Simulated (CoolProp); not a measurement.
Saturated liquid density (kg/m³) of sulfur dioxide: the reference equation beside estimates from Tc = 157.5 °C, pc = 7.887 MPa, ω = 0.256.

Model: reference Helmholtz-energy equation of state, Gao 2016, in CoolProp.

```tsv
T (°C)	reference	Redlich-Kwong	Soave-Redlich-Kwong	Peng-Robinson
64.55	1246	1052	1103	1252
72.05	1221	1025	1076	1221
79.45	1195	997.2	1048	1189
86.95	1166	967.3	1017	1155
94.45	1137	935.8	984.9	1118
101.85	1105	902.8	950.6	1078
109.35	1071	867.1	912.9	1035
116.75	1034	829.1	872.5	987.9
124.25	992.0	787.1	827.3	935.1
131.75	944.3	740.4	776.6	875.6
139.15	888.7	687.8	718.7	807.3
146.65	816.5	623.2	647.1	722.5
```

Absolute difference from the reference over all 12 rows, mean and median: Redlich-Kwong 19.0 and 18.7 %, Soave-Redlich-Kwong 15.0 and 14.4 %, Peng-Robinson 4.0 and 2.9 %.
